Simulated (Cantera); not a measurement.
A freely propagating, adiabatic, planar premixed flame of H2 : O2 : N2 = 1 : 0.704 : 2.65 (molar parts), unburnt at 373 K and 100000 Pa; mixture-averaged transport, grid criteria slope 0.08 and curve 0.16, no radiation.

Cantera simulation using the H2/O2 subset of GRI-Mech 3.0, which has no nitrogen chemistry; the numbers are that mechanism's predictions, not measurements. Burning velocities carry a grid error of a few per cent, more on coarse grids.

x: mole fraction of selected species; z is measured from the peak of heat release.

```
z (mm)   T (K)  u (m/s)     x H2    x O2    x H2O       x HO2   x H2O2      x OH
-------  -----  -------  -------  ------  -------  ----------  -------  --------
-1.09      373     1.95    0.230   0.162    <1e-8       <1e-8    <1e-8     <1e-8
-0.725     373     1.95    0.230   0.162  6.60e-8       <1e-8    <1e-8     <1e-8
-0.544     373     1.95    0.229   0.162  1.19e-6  (withheld)    <1e-8     <1e-8
-0.363     374     1.95    0.226   0.162  2.21e-5  (withheld)  1.91e-7     <1e-8
-0.181     421     2.14    0.204   0.166  0.00256  (withheld)  2.64e-5   1.91e-5
-0.0906    708     3.48    0.158   0.159   0.0320  (withheld)  6.90e-5  0.000772
0         1114     5.35   0.0938   0.129    0.101  (withheld)  1.53e-5   0.00205
0.0906    1402     6.69   0.0421  0.0887    0.171  (withheld)  5.22e-6   0.00584
0.181     1564     7.43   0.0217  0.0688    0.203  (withheld)  2.86e-6   0.00897
0.363     1725     8.15   0.0140  0.0601    0.220  (withheld)  1.37e-6    0.0111
0.725     1861     8.73  0.00986  0.0570    0.231  (withheld)  7.02e-7    0.0111
1.45      1963     9.15  0.00569  0.0553    0.241  (withheld)  4.06e-7   0.00941
2.90      2024     9.40  0.00265  0.0548    0.247  (withheld)  2.49e-7   0.00685
```

Fill in the missing entries.


- -0.544, x HO2: 5.22e-8
- -0.363, x HO2: 1.17e-6
- -0.181, x HO2: 0.000182
- -0.0906, x HO2: 0.000310
- 0, x HO2: 0.000131
- 0.0906, x HO2: 7.05e-5
- 0.181, x HO2: 4.57e-5
- 0.363, x HO2: 2.96e-5
- 0.725, x HO2: 1.84e-5
- 1.45, x HO2: 1.00e-5
- 2.90, x HO2: 5.02e-6
